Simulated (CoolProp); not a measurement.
Vapour-liquid equilibrium of nitrogen (1) + carbon monoxide (2) at 1460 kPa; x and y are mole fractions of (1).

Values from CoolProp's multi-fluid Helmholtz-energy mixture model, Span 2000 and Lemmon 2006; pair parameters Gernert 2013.

Give the bubble temperature and the first vapour's composition at x = 0.05, 0.2, 0.95. Is there an azeotrope?

x = 0.05: -158.1 °C, y = 0.062; x = 0.2: -159.1 °C, y = 0.239; x = 0.95: -163.0 °C, y = 0.957. No azeotrope shows between x = 0.05 and 0.95.

Pair parameters are fitted to limited data, so mixtures are less certain than the pure fluids.
